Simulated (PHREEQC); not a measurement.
Dissolve 2.4 mol/kgw K2CO3 and 0.00014 mol/kgw H4SiO4 at 66 °C. Closed to the air; pH follows from the charge balance.

The numbers come from PHREEQC with the Pitzer model, pitzer.dat.

Each row changes one thing in this solution. No solid was allowed to form.

```
case                                           pH  ionic strength (mol/kgw)
------------------------------------------  -----  ------------------------
as made                                     11.70                      7.17
K2CO3 left out                               6.36                   4.42e-7
diluted 10-fold with water                  10.83                     0.707
H4SiO4 left out                             11.70                      7.17
H4SiO4 from 0.00014 to 0.000126 mol/kgw     11.70                      7.17
K2CO3 from 2.4 to 2.16 mol/kgw              11.61                      6.46
temperature from 66 to 55 °C                11.84                      7.18
K2CO3 replaced by KOH at the same molality  13.35                      2.40
K2CO3 from 2.4 to 1.2 mol/kgw               11.27                      3.58
```

In brines, pH and single-ion activities rest on the MacInnes convention. At this temperature some constants are extrapolated from 25 °C, and those without enthalpy data are left unchanged.
